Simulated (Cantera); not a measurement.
Charge: 1 mol Cr, 30 mol H2O, 190 mol H2, held at 5.70e-5 bar.

Equilibrium computed with Cantera from the NASA thermochemical tables; the gas is ideal and each condensed phase is pure. Candidate condensed phases: Cr, Cr2O3, H2O; 13 gas species. Kinetics and transport are ignored.

Task: At 2000 °C, list the 6 most abundant gas species with their mole fractions, and the condensed phases.

Result: H 0.609, H2 0.300, H2O 0.0494, O 0.0218, OH 0.0156, Cr 0.00261. Condensed: gas only.
